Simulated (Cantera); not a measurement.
Input (Python, Cantera) and output of one run.

```python
import numpy as np
import cantera as ct

gas_names = """
    Cu CuF CuF2 CuO Cu2 F FO FO2 F2 F2O N NF NF2 NF3 NO NO2 NO3 N2 N2O O O2 O3
""".split()
cond_names = """
    Cu(cr) Cu(L) CuF2(s) CuF2(L) CuO(s) Cu2O(s) Cu2O(L)
""".split()


# ... load() reads the species with a 1 bar reference pressure and builds the phases ...
atoms = {
    'CuO': {'Cu': 1, 'O': 1},
    'F2': {'F': 2},
    'N2': {'N': 2},
}
top_T = {'CuO(s)': 1390}  # K; cautious upper limits of use, not melting points


# ... equilibrate(T, P, feed) seeds the gas with the atoms and calls Mixture.equilibrate('TP', solver="vcs", rtol=1e-11, max_steps=5000) ...
results = []
feed = {'CuO': 1, 'F2': 4.8, 'N2': 6}  # mol
T = 1448  # K
P = 13  # Pa
mix = equilibrate(T, P, feed)
results.append((T, P, feed, dict(zip(mix.species_names, mix.species_moles))))
print(gas.report(threshold=1e-05))
for i in range(1, mix.n_phases):
    print(f"{mix.phase(i).name:16s} {mix.phase_moles(i):12.5e} mol")
```

Output:

```
       temperature   1448 K
          pressure   13 Pa
           density   3.0687e-05 kg/m^3
  mean mol. weight   28.419 kg/kmol
   phase of matter   gas

                          1 kg             1 kmol
                     ---------------   ---------------
          enthalpy        1.9491e+06        5.5393e+07  J
   internal energy        1.5255e+06        4.3354e+07  J
           entropy             10815        3.0737e+05  J/K
    Gibbs function       -1.3712e+07       -3.8968e+08  J
 heat capacity c_p            1030.9             29298  J/K
 heat capacity c_v            738.36             20984  J/K

                      mass frac. Y      mole frac. X     chem. pot. / RT
                     ---------------   ---------------   ---------------
               CuF         0.0059156         0.0020367           -46.806
              CuF2           0.22886          0.064053           -71.022
                 F           0.33713            0.5043           -24.216
                NO        0.00027868        0.00026395           -37.905
                N2           0.39075           0.39641           -35.777
                 O        1.7469e-05        3.1031e-05           -20.016
                O2           0.03704          0.032897           -40.032
     [  +15 minor]        9.9904e-06        7.4909e-06

Cu(L)             0.00000e+00 mol
CuF2(L)           0.00000e+00 mol
Cu2O(s)           0.00000e+00 mol
```

Method: chemical equilibrium by Gibbs-energy minimisation in Cantera with the NASA 1993 tables (ideal gas, pure condensed phases).
